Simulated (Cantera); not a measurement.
Low-pressure radical oxidation in H2/O2

An isothermal, constant-pressure homogeneous reactor starts with 2.25 % H2, 97.8 % O2, equivalence ratio 0.011, at 950 K and 0.0133 bar.

Computed with Cantera and GRI-Mech 3.0 (53 species, 325 reactions). Radical loss at walls, strong at low pressure, is not modelled.

```
t (s)         x H2   x O2      x OH       x O     x H2O
--------  --------  -----  --------  --------  --------
0.000700    0.0225  0.978  2.22e-11  3.70e-11  2.56e-11
0.00209     0.0225  0.978  2.25e-10  4.75e-10  5.69e-10
0.00626     0.0225  0.978   6.91e-8   1.51e-7   2.12e-7
0.0187     0.00325  0.967   0.00136   0.00749    0.0165
0.0560    0.000103  0.974  0.000302   0.00270    0.0223
0.167      1.41e-5  0.977  0.000107  0.000443    0.0227
0.500      1.69e-6  0.977   3.84e-5   5.78e-5    0.0227
1.50       1.96e-7  0.977   1.44e-5   7.86e-6    0.0227
4.47       2.63e-8  0.977   5.95e-6   1.33e-6    0.0227
13.4       4.67e-9  0.977   2.75e-6   2.84e-7    0.0227
40.0       1.07e-9  0.977   1.39e-6   7.26e-8    0.0227
```
x: mole fraction; the columns are a selection and need not sum to one.

Equilibrium at this temperature and pressure: H2 3.65e-12, O2 0.977, OH 8.50e-8, O 2.74e-10, H2O 0.0227 (gas phase only).
